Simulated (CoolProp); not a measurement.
Computed with CoolProp (reference Helmholtz-energy equation of state, Platzer 1990). This equation is an older, rougher fit; its heat capacities, sound speeds and derivatives of the liquid may be far off and weren't checked against measurements.

**Question.** Give the vapour pressure (MPa), vapour density (kg/m³), enthalpy of vaporisation (kJ/kg), liquid viscosity (µPa s) of saturated CF4 (R14) at -121.55 °C.

**Answer.** 
```csv
T (°C),p (MPa),vapour density (kg/m³),enthalpy of vaporisation (kJ/kg),liquid viscosity (µPa s)
-121.55,0.157,11.5,131,208
```

Viscosity comes from a separate model (Huber 2003), an estimate that may be off by 10 % or more.
